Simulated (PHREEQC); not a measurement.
PHREEQC input (ion-association model, wateq4f.dat):

```
SOLUTION_MASTER_SPECIES
  An  An-  0  An  62.0  # stands for a non-complexing anion
SOLUTION_SPECIES
  An- = An-
    -log_k 0
    -gamma 3.0 0
PHASES
  Fix_H+
    H+ = H+
    -log_k 0
SOLUTION 1
  temp 25
  units mmol/kgw
  pH 7 charge
  Se(6) 0.00042
  Na 50.0008
  An 50
END
SELECTED_OUTPUT 1
  -reset false
  -pH true
  -pe true
  -ionic_strength true
  -water true
  -totals Na Se Se(-2) Se(4) Se(6)
  -molalities Hfo_wOH Hfo_wOH2+ Hfo_wO- Hfo_sOH Hfo_sOH2+ Hfo_sO- Hfo_wSeO4- Hfo_wOHSeO4-2
USER_PUNCH 1
  -headings sigma psi
  10 PUNCH EDL("sigma", "Hfo"), EDL("psi", "Hfo")
PRINT
  -reset false
USE solution 1
SURFACE 1
  Hfo_wOH 4.04494e-05 600 0.018
  Hfo_sOH 1.01124e-06
EQUILIBRIUM_PHASES 1
  Fix_H+ -4 HAn 10
    -force_equality true
  O2(g) -0.68 10
END
# ... the last block is repeated for the other 12 points of pH, with NaOH or the acid as the point needs
```

Selected output (columns that matter, 9 of 13 rows; pH added in front):

```
pH	mu	Na	Se	m_Hfo_wOH	m_Hfo_wOH2+	m_Hfo_wO-	m_Hfo_sOH	m_Hfo_sOH2+	m_Hfo_sO-	m_Hfo_wSeO4-	m_Hfo_wOHSeO4-2	sigma	psi
4	0.050134	0.050001	2.6699e-08	7.9586e-06	3.2052e-05	4.527e-08	2.0092e-07	8.0918e-07	1.1429e-09	2.5085e-07	1.4245e-07	0.2884	0.15883
5.33	0.050015	0.050001	1.8276e-07	2.2669e-05	1.6844e-05	6.9893e-07	5.7008e-07	4.2358e-07	1.7576e-08	5.8177e-08	1.7906e-07	0.14416	0.12358
6	0.050007	0.050001	3.4726e-07	2.7524e-05	1.1319e-05	1.5333e-06	6.8935e-07	2.8349e-07	3.8402e-08	1.1086e-08	6.1652e-08	0.088421	0.09914
6.67	0.050004	0.050001	4.1027e-07	2.9925e-05	7.9269e-06	2.5879e-06	7.483e-07	1.9822e-07	6.4715e-08	1.0105e-09	8.7241e-09	0.04873	0.070805
8	0.050002	0.050002	4.1994e-07	3.1046e-05	4.8594e-06	4.5439e-06	7.7616e-07	1.2149e-07	1.136e-07	3.9732e-12	5.8052e-11	0.0028879	0.005645
9.33	0.05003	0.050032	4.2e-07	3.0338e-05	2.9402e-06	7.1712e-06	7.5845e-07	7.3507e-08	1.7928e-07	1.3718e-14	3.2371e-13	-0.038746	-0.060718
10	0.050129	0.050132	4.2e-07	2.8605e-05	1.8813e-06	9.9635e-06	7.1512e-07	4.7033e-08	2.4909e-07	8.7071e-16	3.0277e-14	-0.074016	-0.090392
10.67	0.050585	0.050591	4.2e-07	2.4802e-05	9.5946e-07	1.4688e-05	6.2006e-07	2.3987e-08	3.6719e-07	5.8522e-17	3.4597e-15	-0.12572	-0.11639
12	0.062566	0.062582	4.2e-07	9.6402e-06	6.9258e-08	3.074e-05	2.4101e-07	1.7315e-09	7.685e-07	2.5234e-19	8.0291e-17	-0.28088	-0.15182
```
